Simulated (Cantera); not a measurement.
## Tantalum, niobium, vanadium and zirconium in process gases: V + H₂O + H₂ + NH₃

Feed: 1 mol V, 0.085 mol H₂O, 14 mol H₂, 4.2 mol NH₃, held at 0.0133 bar.

Method: chemical equilibrium by Gibbs-energy minimisation in Cantera with the NASA 1993 tables (ideal gas, pure condensed phases). Candidate condensed phases: H₂O, V, VN, VO, V₂O₃, V₂O₄, V₂O₅; 28 gas species. Mutual solubility and eutectic melting of coexisting phases are not modelled. VN, VO: taken at fixed stoichiometry. Condensed phases not in the tables: the oxides between V₂O₃ and V₂O₅ other than VO₂, solid solutions among these carbides, nitrides and lower oxides, V₂N, N, O or C dissolved in the metal. Kinetics and transport are ignored.

From 823 K to 1223 K the condensed part is VN(s) + V₂O₃(s). From 1323 K to 1923 K the condensed part is VN(s) + VO(s). At 2023 K the condensed part is V(s) + VO(s).

```csv
T (K),log p H₂,log p N₂,log p H,log p H₂O,log p V,log p VO,log p VO₂,n VN(s),n V₂O₃(s),n VO(s),n V(s)
823,-1.91,-3.01,-12.09,-5.15,<-13,<-13,<-13,0.951,0.0245,0,0
923,-1.91,-3.01,-10.57,-5.07,<-13,<-13,<-13,0.953,0.0237,0,0
1023,-1.91,-3.01,-9.34,-5.01,<-13,<-13,<-13,0.954,0.0230,0,0
1123,-1.91,-3.01,-8.33,-4.97,<-13,<-13,<-13,0.955,0.0224,0,0
1223,-1.91,-3.01,-7.48,-4.93,<-13,<-13,-13.49,0.956,0.0219,0,0
1323,-1.91,-3.00,-6.75,-4.94,<-13,-12.76,-11.99,0.934,0,0.0661,0
1423,-1.91,-3.00,-6.13,-5.06,-13.07,-11.28,-10.92,0.930,0,0.0705,0
1523,-1.91,-3.00,-5.59,-5.16,-11.34,-10.00,-10.00,0.926,0,0.0735,0
1623,-1.91,-3.00,-5.11,-5.25,-9.82,-8.88,-9.20,0.924,0,0.0757,0
1723,-1.91,-3.00,-4.69,-5.33,-8.48,-7.89,-8.50,0.923,0,0.0773,0
1823,-1.91,-3.00,-4.32,-5.41,-7.29,-7.02,-7.89,0.921,0,0.0784,0
1923,-1.91,-3.00,-3.98,-5.48,-6.23,-6.25,-7.35,0.920,0,0.0785,0
2023,-1.93,-2.91,-3.68,-5.35,-5.49,-5.56,-6.65,0,0,0.0719,0.917
```
log p: log10 of the partial pressure in bar; n: condensed amount in mol.
